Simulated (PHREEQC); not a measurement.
## Buffer: speciation

Solution (80 °C): 38 mmol/kgw KHCO3 and 0.087 mmol/kgw NH3. Closed to the air; pH follows from the charge balance.

All values are PHREEQC results (ion-association model, phreeqc.dat), not measurements.

```yaml
pH: 8.06
ionic_strength: 0.0386 mol/kgw
specific_conductance: 9870 µS/cm
total_alkalinity: 38.1 meq/kg
```

| species | molality | activity | log γ |
|---|---|---|---|
| K+ | 0.0380 | 0.0308 | -0.090 |
| HCO3- | 0.0369 | 0.0305 | -0.083 |
| CO2 | 0.000567 | 0.000572 | 0.004 |
| CO3-2 | 0.000567 | 0.000265 | -0.330 |
| NH3 | 5.02e-5 | 5.06e-5 | 0.004 |
| OH- | 3.69e-5 | 2.99e-5 | -0.091 |
| NH4+ | 3.68e-5 | 2.95e-5 | -0.096 |
| (CO2)2 | 2.25e-8 | 2.27e-8 | 0.004 |
| H+ | 1.01e-8 | 8.61e-9 | -0.070 |

No solid was allowed to form. At this temperature some constants are extrapolated from 25 °C, and those without enthalpy data are left unchanged.
